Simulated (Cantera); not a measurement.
## HI + O₂ (abatement and gas-phase synthesis)

Feed: 1 mol HI, 0.1 mol O₂, held at 0.0840 bar.

Cantera equilibrium calculation (NASA polynomials, part measured and part estimated; ideal gas, pure solids and liquids). Candidate condensed phases: H₂O, I₂; 12 gas species. Equilibrium is a limit: real reactors are often held back by kinetics, nucleation or transport.

```tsv
T (°C)	log p I	log p H₂	log p H₂O	log p H	log p HI	log p OH
1877	-1.27	-1.81	-1.95	-3.28	-2.55	-4.30
1927	-1.27	-1.81	-1.95	-3.16	-2.60	-4.15
1977	-1.27	-1.81	-1.95	-3.04	-2.64	-4.00
2027	-1.27	-1.81	-1.95	-2.92	-2.69	-3.85
2077	-1.27	-1.82	-1.96	-2.81	-2.73	-3.72
2127	-1.27	-1.82	-1.96	-2.71	-2.77	-3.59
2177	-1.27	-1.83	-1.97	-2.61	-2.81	-3.46
2227	-1.27	-1.83	-1.98	-2.52	-2.86	-3.35
2277	-1.27	-1.84	-1.99	-2.43	-2.90	-3.23
2327	-1.27	-1.85	-2.00	-2.34	-2.94	-3.13
2377	-1.28	-1.86	-2.02	-2.26	-2.98	-3.03
```
log p: log10 of the partial pressure in bar; nothing condenses.

From 1877 °C to 2377 °C nothing is condensed.
